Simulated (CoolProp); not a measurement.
Vapour pressure (MPa) of o-xylene: the reference equation beside estimates from Tc = 357.1 °C, pc = 3.737 MPa, ω = 0.312. Clausius-Clapeyron is anchored at 192.05 °C with a constant enthalpy of vaporisation of 32.99 kJ/mol.

Computed with CoolProp (reference Helmholtz-energy equation of state, Zhou 2012).

| T (°C) | reference | Clausius-Clapeyron | Redlich-Kwong |
|---|---|---|---|
| 167.05 | 0.1782 | 0.1901 | 0.3207 |
| 179.55 | 0.2365 | 0.2439 | 0.4047 |
| 192.05 | 0.3086 | 0.3086 | 0.5034 |
| 204.65 | 0.3971 | 0.3865 | 0.6189 |
| 217.15 | 0.5029 | 0.4776 | 0.7508 |
| 229.65 | 0.6286 | 0.5840 | 0.9011 |
| 242.25 | 0.7780 | 0.7083 | 1.072 |
| 254.75 | 0.9512 | 0.8499 | 1.263 |
| 267.25 | 1.152 | 1.011 | 1.476 |
| 279.85 | 1.385 | 1.196 | 1.713 |
| 292.35 | 1.651 | 1.401 | 1.972 |

Absolute difference from the reference over all 11 rows, mean and median: Clausius-Clapeyron 7.7 and 7.1 %, Redlich-Kwong 45.9 and 43.4 %.
